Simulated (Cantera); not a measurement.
Cantera run:

```python
import numpy as np
import cantera as ct

gas_names = """
    CL CL2 H HCL H2 N NH NH2 NH3 N2 N2H2 N2H4 Si SiCL SiCL2 SiCL3 SiCL4 SiH SiHCL3 SiH2 SiH2CL2 SiH3
    SiH3CL SiH4 SiN Si2 Si2N Si3
""".split()
cond_names = """
    NH4CL(a) NH4CL(b) Si(cr) Si(L) Si3N4(a)
""".split()


# ... load() reads the species with a 1 bar reference pressure and builds the phases ...
atoms = {
    'SiH2Cl2': {'Si': 1, 'H': 2, 'CL': 2},
    'N2': {'N': 2},
}
top_T = {'Si3N4(a)': 2400}  # K; cautious upper limits of use, not melting points


# ... equilibrate(T, P, feed) seeds the gas with the atoms and calls Mixture.equilibrate('TP', solver="vcs", rtol=1e-11, max_steps=5000) ...
results = []
feed = {'SiH2Cl2': 1, 'N2': 12}  # mol
P = 13332.2  # Pa
for T in [823, 898, 973, 1048, 1123, 1198, 1273, 1348, 1423, 1498, 1573, 1648, 1723]:
    mix = equilibrate(T, P, feed)
    results.append((T, P, feed, dict(zip(mix.species_names, mix.species_moles))))

top = {s: max(r[3][s] / sum(r[3][g] for g in gas_names) for r in results) for s in gas_names}
cols = sorted((s for s in top if top[s] > 1e-05), key=lambda s: -top[s])[:8]
seen = [c for c in cond_names if any(r[3].get(c, 0) > 1e-12 for r in results)]
print("log10 of partial pressures in bar; condensed amounts in mol")
print(f"{'T/K':>10s}" + "".join(f"{s[:9]:>10s}" for s in cols + seen))
for T, P, feed, n in results:
    ng = sum(n[g] for g in gas_names)
    print(f"{T:10.4g}" + "".join(f"{np.log10(max(n[s] / ng * P / 1e5, 1e-99)):10.3f}" for s in cols)
          + "".join(f"{n.get(c, 0):10.4g}" for c in seen))
```

It prints:

```
log10 of partial pressures in bar; condensed amounts in mol
       T/K        N2       HCL        H2     SiCL2     SiCL4     SiCL3    SiHCL3        CL  Si3N4(a)
       823    -0.938    -1.956    -2.345   -10.890    -2.646    -7.744    -5.953   -11.909    0.2584
       898    -0.938    -1.933    -2.375    -9.402    -2.677    -6.882    -5.675   -10.716    0.2634
       973    -0.939    -1.915    -2.402    -8.148    -2.703    -6.154    -5.441    -9.706    0.2675
      1048    -0.939    -1.901    -2.425    -7.077    -2.727    -5.533    -5.242    -8.840    0.2709
      1123    -0.939    -1.889    -2.445    -6.152    -2.749    -4.998    -5.071    -8.088    0.2736
      1198    -0.939    -1.880    -2.463    -5.347    -2.772    -4.533    -4.925    -7.431    0.2756
      1273    -0.940    -1.873    -2.477    -4.643    -2.798    -4.129    -4.800    -6.852    0.2767
      1348    -0.940    -1.870    -2.486    -4.028    -2.838    -3.783    -4.700    -6.341    0.2758
      1423    -0.940    -1.871    -2.485    -3.497    -2.910    -3.502    -4.634    -5.893    0.2705
      1498    -0.941    -1.883    -2.467    -3.060    -3.051    -3.308    -4.623    -5.508    0.2572
      1573    -0.942    -1.912    -2.423    -2.729    -3.304    -3.227    -4.694    -5.191    0.2332
      1648    -0.943    -1.962    -2.359    -2.504    -3.684    -3.266    -4.858    -4.939    0.2013
      1723    -0.943    -2.033    -2.290    -2.360    -4.149    -3.391    -5.092    -4.738    0.1678
```

Method: chemical equilibrium by Gibbs-energy minimisation in Cantera with the NASA 1993 tables (ideal gas, pure condensed phases). N2 is the only nitrogen source here; it is nearly inert below about 1500 K, so the nitride shown seldom forms there in practice. The tables' values for SiCl3, SiCl are old estimates; treat these amounts as uncertain.
